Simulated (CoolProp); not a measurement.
A closed Brayton cycle with nitrogen: compressor inlet 320.15 K and 2.2 MPa, high pressure 4 MPa, turbine inlet 995 K, compressor efficiency 0.89, turbine efficiency 0.9, recuperator effectiveness 0.8 (on enthalpy, no pinch check). Each further row changes one setting.

Model: reference Helmholtz-energy equation of state, Span 2000, in CoolProp.

| case | thermal efficiency (%) | net work (kJ/kg) | compressor to turbine work | compressor exit (K) | turbine exit (K) |
|---|---|---|---|---|---|
| as stated | 30.9 | 78.9 | 0.47 | 387.6 | 867.2 |
| turbine inlet 945 K | 30.0 | 71.3 | 0.50 | 387.6 | 822.5 |
| compressor inlet 330.15 K | 30.3 | 76.6 | 0.49 | 399.7 | 867.2 |
| high pressure 3.4 MPa | 26.6 | 60.9 | 0.45 | 368.1 | 900.3 |
| recuperator effectiveness 0.5 | 19.1 | 78.9 | 0.47 | 387.6 | 867.2 |
